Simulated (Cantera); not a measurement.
A perfectly stirred reactor is fed with 0.244 % CH2O, 2.15 % O2, 97.6 % N2, equivalence ratio 0.11, at 101000 Pa; it is held at 1000 K, and followed from long to short residence time.

Computed with Cantera and GRI-Mech 3.0 (53 species, 325 reactions).

One state of this run: x CH2O = 0.00140; x O2 = 0.0209; x HO2 = 2.85e-5; x CO = 0.00102; x NO2 = <1e-12; x OH = 1.14e-7. x: mole fraction; the columns are a selection and need not sum to one.

Problem. Which value of τ (s) does it belong to?
(A) 2.9
(B) 0.026
(C) 0.60
(D) 1.3

Solution. B, 0.026
